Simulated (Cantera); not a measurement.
An isothermal, constant-pressure homogeneous reactor starts with 37.6 % CH₄, 29.3 % CO₂, 33.1 % H₂, at 1825 K and 1.60 bar.

Computed with Cantera and GRI-Mech 3.0 (53 species, 325 reactions).

x: mole fraction; the columns are a selection and need not sum to one.

| t (s) | x CH₄ | x CO₂ | x H₂ | x CO | x CH₃ | x H | x C₂H₂ |
|---|---|---|---|---|---|---|---|
| 0.000600 | 0.265 | 0.241 | 0.391 | 0.0318 | 0.00214 | 0.000161 | 0.0320 |
| 0.00151 | 0.179 | 0.180 | 0.426 | 0.0743 | 0.00151 | 0.000182 | 0.0659 |
| 0.00382 | ___ | ___ | 0.434 | ___ | ___ | ___ | ___ |
| 0.00964 | 0.0419 | 0.0311 | 0.437 | 0.203 | 0.000433 | 0.000226 | 0.111 |
| 0.0243 | ___ | ___ | 0.469 | ___ | ___ | 0.000245 | 0.103 |
| 0.0614 | 0.0185 | 0.0151 | 0.508 | 0.259 | 0.000186 | 0.000255 | 0.0829 |
| 0.155 | 0.0137 | 0.00958 | 0.551 | 0.296 | 0.000132 | 0.000263 | 0.0587 |
| 0.391 | 0.00944 | 0.00454 | 0.588 | 0.327 | 8.71e-5 | 0.000270 | 0.0386 |
| 0.986 | 0.00669 | 0.00135 | 0.610 | 0.346 | 6.05e-5 | 0.000274 | 0.0267 |
| 2.49 | 0.00563 | 0.000140 | 0.618 | 0.353 | 5.05e-5 | 0.000276 | 0.0222 |
| 6.28 | 0.00551 | 1.69e-6 | 0.619 | 0.353 | 4.94e-5 | 0.000276 | 0.0217 |
| 15.9 | 0.00551 | 9.85e-7 | 0.619 | 0.353 | 4.94e-5 | 0.000276 | 0.0217 |
| 40.0 | 0.00551 | 9.85e-7 | 0.619 | 0.353 | 4.94e-5 | 0.000276 | 0.0217 |

Question: Some entries are withheld; supply them.

Answer: 
- 0.00382, x CH₄: 0.0941
- 0.00382, x CO₂: 0.0936
- 0.00382, x CO: 0.144
- 0.00382, x CH₃: 0.000879
- 0.00382, x H: 0.000204
- 0.00382, x C₂H₂: 0.0966
- 0.0243, x CH₄: 0.0238
- 0.0243, x CO₂: 0.0195
- 0.0243, x CO: 0.227
- 0.0243, x CH₃: 0.000251
